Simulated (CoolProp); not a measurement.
Properties of methanol along the isobar 7.56 MPa.

Values from CoolProp's reference Helmholtz-energy equation of state, de Reuck 1993.

```json
[
 {"T (K)": "441.2", "phase": "liquid", "density (kg/m³)": "634.4", "cv (kJ/(kg K))": "2.981", "isothermal compressibility (1/MPa)": "0.004472", "expansivity (1/kK)": "2.570", "conductivity (mW/(m K))": "176", "Prandtl number": "2.85"},
 {"T (K)": "452.6", "phase": "liquid", "density (kg/m³)": "614.7", "cv (kJ/(kg K))": "3.053", "isothermal compressibility (1/MPa)": "0.005542", "expansivity (1/kK)": "2.980", "conductivity (mW/(m K))": "174", "Prandtl number": "2.74"},
 {"T (K)": "463.9", "phase": "liquid", "density (kg/m³)": "592.6", "cv (kJ/(kg K))": "3.127", "isothermal compressibility (1/MPa)": "0.007148", "expansivity (1/kK)": "3.551", "conductivity (mW/(m K))": "172", "Prandtl number": "2.63"},
 {"T (K)": "475.2", "phase": "liquid", "density (kg/m³)": "566.7", "cv (kJ/(kg K))": "3.207", "isothermal compressibility (1/MPa)": "0.009821", "expansivity (1/kK)": "4.426", "conductivity (mW/(m K))": "169", "Prandtl number": "2.56"},
 {"T (K)": "486.5", "phase": "liquid", "density (kg/m³)": "534.8", "cv (kJ/(kg K))": "3.301", "isothermal compressibility (1/MPa)": "0.01515", "expansivity (1/kK)": "6.007", "conductivity (mW/(m K))": "167", "Prandtl number": "2.53"},
 {"T (K)": "497.9", "phase": "liquid", "density (kg/m³)": "489.8", "cv (kJ/(kg K))": "3.440", "isothermal compressibility (1/MPa)": "0.03184", "expansivity (1/kK)": "10.34", "conductivity (mW/(m K))": "164", "Prandtl number": "2.72"},
 {"T (K)": "520.5", "phase": "gas", "density (kg/m³)": "101.1", "cv (kJ/(kg K))": "3.453", "isothermal compressibility (1/MPa)": "0.3223", "expansivity (1/kK)": "17.49", "conductivity (mW/(m K))": "73.8", "Prandtl number": "2.17"},
 {"T (K)": "531.9", "phase": "gas", "density (kg/m³)": "86.70", "cv (kJ/(kg K))": "3.145", "isothermal compressibility (1/MPa)": "0.2508", "expansivity (1/kK)": "10.68", "conductivity (mW/(m K))": "68.3", "Prandtl number": "1.64"},
 {"T (K)": "543.2", "phase": "gas", "density (kg/m³)": "78.30", "cv (kJ/(kg K))": "2.943", "isothermal compressibility (1/MPa)": "0.2164", "expansivity (1/kK)": "7.673", "conductivity (mW/(m K))": "66.5", "Prandtl number": "1.37"},
 {"T (K)": "554.5", "phase": "gas", "density (kg/m³)": "72.54", "cv (kJ/(kg K))": "2.805", "isothermal compressibility (1/MPa)": "0.1961", "expansivity (1/kK)": "5.994", "conductivity (mW/(m K))": "66.0", "Prandtl number": "1.22"},
 {"T (K)": "565.9", "phase": "gas", "density (kg/m³)": "68.19", "cv (kJ/(kg K))": "2.705", "isothermal compressibility (1/MPa)": "0.1832", "expansivity (1/kK)": "4.933", "conductivity (mW/(m K))": "66.1", "Prandtl number": "1.12"},
 {"T (K)": "577.2", "phase": "gas", "density (kg/m³)": "64.77", "cv (kJ/(kg K))": "2.631", "isothermal compressibility (1/MPa)": "0.1744", "expansivity (1/kK)": "4.214", "conductivity (mW/(m K))": "66.7", "Prandtl number": "1.05"},
 {"T (K)": "588.5", "phase": "gas", "density (kg/m³)": "61.95", "cv (kJ/(kg K))": "2.575", "isothermal compressibility (1/MPa)": "0.1680", "expansivity (1/kK)": "3.688", "conductivity (mW/(m K))": "67.5", "Prandtl number": "0.995"}
]
```

Viscosity comes from a separate model (Xiang 2006). Thermal conductivity comes from a separate model (Sykioti 2013).
